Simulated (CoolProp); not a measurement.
Aqueous ethanol as a coolant, at 13 °C, 1 atm.

Computed with CoolProp (Melinder's fits for secondary coolants).

```json
[
 {"mass %": "5", "freezing point (°C)": "?", "viscosity (mPa s)": "1.52", "cp (kJ/(kg K))": "4.271", "density (kg/m³)": "990.4", "conductivity (W/(m K))": "?"},
 {"mass %": "11", "freezing point (°C)": "-4.9", "viscosity (mPa s)": "2.02", "cp (kJ/(kg K))": "?", "density (kg/m³)": "982.3", "conductivity (W/(m K))": "?"},
 {"mass %": "16.9", "freezing point (°C)": "-8.7", "viscosity (mPa s)": "?", "cp (kJ/(kg K))": "4.359", "density (kg/m³)": "975.4", "conductivity (W/(m K))": "0.478"},
 {"mass %": "22.9", "freezing point (°C)": "-13.6", "viscosity (mPa s)": "3.08", "cp (kJ/(kg K))": "4.314", "density (kg/m³)": "968.1", "conductivity (W/(m K))": "0.444"},
 {"mass %": "28.9", "freezing point (°C)": "-19.1", "viscosity (mPa s)": "3.49", "cp (kJ/(kg K))": "?", "density (kg/m³)": "959.8", "conductivity (W/(m K))": "0.412"},
 {"mass %": "34.9", "freezing point (°C)": "-24.8", "viscosity (mPa s)": "3.73", "cp (kJ/(kg K))": "4.099", "density (kg/m³)": "950.0", "conductivity (W/(m K))": "0.382"},
 {"mass %": "40.8", "freezing point (°C)": "-30.2", "viscosity (mPa s)": "3.82", "cp (kJ/(kg K))": "?", "density (kg/m³)": "938.8", "conductivity (W/(m K))": "0.355"},
 {"mass %": "46.8", "freezing point (°C)": "-35.2", "viscosity (mPa s)": "3.79", "cp (kJ/(kg K))": "3.837", "density (kg/m³)": "926.2", "conductivity (W/(m K))": "0.329"}
]
```

Q: Some entries are withheld; supply them.

A: 
- 5, freezing point (°C): -2.0
- 5, conductivity (W/(m K)): 0.552
- 11, cp (kJ/(kg K)): 4.344
- 11, conductivity (W/(m K)): 0.513
- 16.9, viscosity (mPa s): 2.56
- 28.9, cp (kJ/(kg K)): 4.221
- 40.8, cp (kJ/(kg K)): 3.969
